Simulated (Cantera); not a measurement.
**BN + H2O + H2 (nitride etching)**

Charge: 1 mol BN, a varied amount of H2O, 1.1 mol H2, held at 1102 °C and 10.0 mbar.

Equilibrium computed with Cantera from the NASA thermochemical tables; the gas is ideal and each condensed phase is pure. Candidate condensed phases: B, BN, B2O3, B3O3H3, H2O; 39 gas species. Mutual solubility and eutectic melting of coexisting phases are not modelled. Gases not in the tables: H3BO3. Equilibrium is a limit: real reactors are often held back by kinetics, nucleation or transport.

| n(H2O) (mol) | log p H2 | log p H2O | log p N2 | log p HBO2 | n BN(s) | n B2O3(l) |
|---|---|---|---|---|---|---|
| 0.17 | -2.02 | -5.23 | -3.37 | -4.76 | 0.888 | 0.0544 |
| 0.51 | -2.04 | -5.14 | -3.02 | -4.71 | 0.662 | 0.167 |
| 0.85 | -2.06 | -5.11 | -2.90 | -4.70 | 0.436 | 0.279 |
| 1.2 | -2.07 | -5.10 | -2.83 | -4.69 | 0.203 | 0.395 |
| 1.5 | -2.08 | -5.09 | -2.79 | -4.69 | 0.00326 | 0.494 |
| 1.9 | -2.13 | -2.99 | -2.85 | -3.64 | 0 | 0.459 |
| 2.2 | -2.17 | -2.78 | -2.89 | -3.53 | 0 | 0.443 |
| 2.6 | -2.22 | -2.62 | -2.93 | -3.45 | 0 | 0.424 |
log p: log10 of the partial pressure in bar; n: condensed amount in mol.

From 0.17 mol H2O to 1.5 mol H2O the condensed part is BN(s) + B2O3(l). From 1.9 mol H2O to 2.6 mol H2O the condensed part is B2O3(l). The share of B in condensed phases is highest at 0.17 mol H2O (99.6 %) and lowest at 2.6 mol H2O (84.7 %).
